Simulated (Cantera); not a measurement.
Input: 1 mol Cu, a varied amount of F2, 11 mol N2, at 775 K and 563 Torr.

These are equilibrium values from Cantera (NASA tables, ideal gas, pure condensed phases), not measurements of a reactor. Candidate condensed phases: Cu, CuF2; 11 gas species. Equilibrium is a limit: real reactors are often held back by kinetics, nucleation or transport.

log p: log10 of the partial pressure in bar; n: condensed amount in mol.

```csv
n(F2) (mol),log p N2,log p NF3,log p F2,log p F,log p NF2,n Cu(s),n CuF2(s)
0.4,-0.12,<-12,<-12,<-12,<-12,0.600,0.400
0.94,-0.12,<-12,<-12,<-12,<-12,?,0.940
1.5,-0.14,?,?,?,?,0,1.00
2,-0.15,-1.44,-1.96,-3.23,-6.95,0,1.00
2.6,-0.17,-1.24,-1.82,-3.16,-6.82,0,1.00
3.1,-0.18,-1.12,-1.74,-3.12,-6.74,0,1.00
3.6,-0.20,-1.03,-1.68,-3.09,-6.69,0,1.00
4.2,-0.21,-0.95,-1.61,-3.06,-6.63,0,1.00
4.7,-0.23,-0.89,-1.57,-3.04,-6.60,0,1.00
```

Question: Some entries are withheld; supply them.

Answer: 
- 1.5, log p NF3: -1.75
- 1.5, log p F2: -2.18
- 1.5, log p F: -3.34
- 1.5, log p NF2: -7.16
- 0.94, n Cu(s): 0.0600
